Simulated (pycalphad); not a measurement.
Computed with pycalphad from the COST 507 light-alloy database (1999), at 1 atm. These are 1990s assessments: newer ones move some temperatures and phases. Amounts are mole fractions of atoms.

Question: Give the equilibrium state of Sn-17.9Si (at.%) at 927 °C.

Answer: 
```
T = 1200.00 K, P = 101325 Pa, N = 1 mol of atoms
G = -83825 J/mol, H = 32141 J/mol, S = 96.64 J/(mol K)  (SER reference)
chemical potentials (J/mol): Sn -93304, Si -40347
phase             fraction      x(Sn)      x(Si)
LIQUID              0.8363     0.9817     0.0183
DIAMOND_A4          0.1637   3.92e-07     1.0000
```

DIAMOND_A4 is diamond (Si).
